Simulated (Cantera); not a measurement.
An isothermal, constant-pressure homogeneous reactor starts with C₂H₆ : N₂ = 1 : 5.6 (molar parts), at 1448 K and 1.00 bar.

Model: GRI-Mech 3.0 (53 species, 325 reactions), integrated in Cantera. GRI-Mech 3.0 stops at C3 and has no aromatics, soot or wall deposition, so with more carbon than oxygen in the feed, carbon stays in small species such as C2H2 where larger ones or solid carbon would form.

x: mole fraction; the columns are a selection and need not sum to one.

```
t (s)       x C₂H₆     x CH₄     x CH₂      x H       x HCN     x C₂H
--------  --------  --------  --------  -------  ----------  --------
4.00e-6      0.151   4.14e-5   1.35e-8  1.95e-6      <1e-12    <1e-12
1.40e-5      0.149  0.000394   1.39e-7  1.45e-5    2.69e-10  2.93e-12
4.93e-5      0.137   0.00263   3.26e-7  2.77e-5  (withheld)  3.48e-10
0.000173    0.0954    0.0110   2.82e-7  3.29e-5  (withheld)   1.99e-9
0.000608    0.0248    0.0297   1.27e-7  4.03e-5     1.11e-8   8.14e-9
0.00213    0.00121    0.0367   8.91e-9  1.67e-5     1.17e-8   6.98e-9
0.00750   0.000104    0.0367  8.55e-10  5.82e-6     1.15e-8   3.16e-9
0.0263     4.51e-5    0.0362  4.38e-10  4.67e-6     1.13e-8   3.02e-9
0.0924     2.17e-5    0.0360  2.81e-10  4.02e-6     1.12e-8   2.84e-9
0.324      1.95e-5    0.0359  2.66e-10  3.94e-6     1.13e-8   2.80e-9
1.14       1.95e-5    0.0359  2.66e-10  3.94e-6     1.15e-8   2.80e-9
4.00       1.95e-5    0.0359  2.66e-10  3.94e-6  (withheld)   2.80e-9
```

Q: Complete the blanks.

A: 
- 4.93e-5, x HCN: 3.97e-9
- 0.000173, x HCN: 8.04e-9
- 4.00, x HCN: 1.25e-8
